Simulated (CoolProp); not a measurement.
1000 sccm (0 °C, 1 atm) of nitrogen bubbles through liquid toluene at 334 K and leaves saturated at a total pressure of 0.112 MPa (ideal gas phase). Each further row changes one setting.

Values from CoolProp's reference Helmholtz-energy equation of state, Lemmon 2006. It is a short technical equation, of lower accuracy than the large ones.

| case | vapour pressure (kPa) | mole fraction of vapour | delivery (mg/min) | delivery (sccm) | change of delivery for a bath 1 K warmer (%) |
|---|---|---|---|---|---|
| as stated | 19.2 | … | 849 | 207 | 4.9 |
| bath temperature 339 K | 23.3 | 0.208 | 1080 | … | 4.9 |
| total pressure 0.224 MPa | 19.2 | … | … | 93.6 | 4.4 |

Some entries are withheld; supply them.


- as stated, mole fraction of vapour: 0.171
- bath temperature 339 K, delivery (sccm): 262
- total pressure 0.224 MPa, mole fraction of vapour: 0.0856
- total pressure 0.224 MPa, delivery (mg/min): 385
